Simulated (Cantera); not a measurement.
## SiHCl3 + C3H8 + H2 (silicon carbide growth)

Charge: 1 mol SiHCl3, a varied amount of C3H8, 2.5 mol H2, held at 852 °C and 29.0 mbar.

Method: chemical equilibrium by Gibbs-energy minimisation in Cantera with the NASA 1993 tables (ideal gas, pure condensed phases). Candidate condensed phases: C, C6H6, C7H8, C8H18, Si, SiC; 109 gas species. Mutual solubility and eutectic melting of coexisting phases are not modelled. The tables' values for SiCl3 are old estimates; treat these amounts as uncertain. The numbers say what is thermodynamically allowed, not how fast it happens.

```json
[
 {"n(C3H8) (mol)": "0.056", "log p H2": "-1.66", "log p HCl": "-2.70", "log p SiCl4": "-2.42", "log p SiHCl3": "-3.14", "log p SiCl2": "-3.40", "log p SiCl3": "-3.45", "n Si(s)": "0.0861", "n SiC(s)": "0.168", "n C(graphite)": "0"},
 {"n(C3H8) (mol)": "0.076", "log p H2": "-1.66", "log p HCl": "-2.70", "log p SiCl4": "-2.43", "log p SiHCl3": "-3.15", "log p SiCl2": "-3.41", "log p SiCl3": "-3.46", "n Si(s)": "0.0269", "n SiC(s)": "0.228", "n C(graphite)": "0"},
 {"n(C3H8) (mol)": "0.1", "log p H2": "-1.67", "log p HCl": "-2.58", "log p SiCl4": "-2.43", "log p SiHCl3": "-3.27", "log p SiCl2": "-3.64", "log p SiCl3": "-3.58", "n Si(s)": "0", "n SiC(s)": "0.300", "n C(graphite)": "0"},
 {"n(C3H8) (mol)": "0.14", "log p H2": "-1.69", "log p HCl": "-2.31", "log p SiCl4": "-2.48", "log p SiHCl3": "-3.62", "log p SiCl2": "-4.25", "log p SiCl3": "-3.91", "n Si(s)": "0", "n SiC(s)": "0.420", "n C(graphite)": "0"},
 {"n(C3H8) (mol)": "0.19", "log p H2": "-1.73", "log p HCl": "-2.11", "log p SiCl4": "-2.62", "log p SiHCl3": "-4.00", "log p SiCl2": "-4.85", "log p SiCl3": "-4.28", "n Si(s)": "0", "n SiC(s)": "0.569", "n C(graphite)": "0"},
 {"n(C3H8) (mol)": "0.27", "log p H2": "-1.74", "log p HCl": "-2.06", "log p SiCl4": "-2.72", "log p SiHCl3": "-4.15", "log p SiCl2": "-5.04", "log p SiCl3": "-4.43", "n Si(s)": "0", "n SiC(s)": "0.635", "n C(graphite)": "0.174"},
 {"n(C3H8) (mol)": "0.36", "log p H2": "-1.73", "log p HCl": "-2.07", "log p SiCl4": "-2.77", "log p SiHCl3": "-4.19", "log p SiCl2": "-5.07", "log p SiCl3": "-4.47", "n Si(s)": "0", "n SiC(s)": "0.655", "n C(graphite)": "0.423"},
 {"n(C3H8) (mol)": "0.49", "log p H2": "-1.72", "log p HCl": "-2.08", "log p SiCl4": "-2.85", "log p SiHCl3": "-4.24", "log p SiCl2": "-5.11", "log p SiCl3": "-4.53", "n Si(s)": "0", "n SiC(s)": "0.681", "n C(graphite)": "0.786"},
 {"n(C3H8) (mol)": "0.68", "log p H2": "-1.70", "log p HCl": "-2.10", "log p SiCl4": "-2.96", "log p SiHCl3": "-4.32", "log p SiCl2": "-5.16", "log p SiCl3": "-4.61", "n Si(s)": "0", "n SiC(s)": "0.717", "n C(graphite)": "1.32"},
 {"n(C3H8) (mol)": "0.92", "log p H2": "-1.69", "log p HCl": "-2.13", "log p SiCl4": "-3.08", "log p SiHCl3": "-4.40", "log p SiCl2": "-5.23", "log p SiCl3": "-4.70", "n Si(s)": "0", "n SiC(s)": "0.756", "n C(graphite)": "2.00"}
]
```
log p: log10 of the partial pressure in bar; n: condensed amount in mol.

From 0.056 mol C3H8 to 0.076 mol C3H8 the condensed part is Si(s) + SiC(s). From 0.1 mol C3H8 to 0.19 mol C3H8 the condensed part is SiC(s). From 0.27 mol C3H8 to 0.92 mol C3H8 the condensed part is C(graphite) + SiC(s). The main Si-bearing gas is SiCl4 throughout. The share of Si in condensed phases is highest at 0.92 mol C3H8 (75.6 %) and lowest at 0.056 mol C3H8 (25.4 %).
